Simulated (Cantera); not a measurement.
Feed: 1 mol Si, 3 mol HF, 53 mol N2, equilibrated at 593 Torr.

Cantera equilibrium calculation (NASA polynomials, part measured and part estimated; ideal gas, pure solids and liquids). Candidate condensed phases: Si, Si3N4; 37 gas species. N2 is the only nitrogen source here; it is nearly inert below about 1500 K, so the nitride shown seldom forms there in practice. Equilibrium is a limit: real reactors are often held back by kinetics, nucleation or transport. All values below are at 750 °C.

Base state: N2 0.959, H2 0.0272, SiF4 0.0136, HF 9.16e-5, SiHF3 1.26e-5 (mole fractions); condensed: Si3N4(s).

What changes in the equilibrium state with this change: HF from 3 to 1.9 mol?


```tsv
species	before	after
N2	0.959	0.974
H2	0.0272	0.0175
SiF4	0.0136	0.00876
SiHF3	1.26e-5	7.25e-6
HF	9.16e-5	6.61e-5
Si3N4(s), mol	0.0837	0.175
```
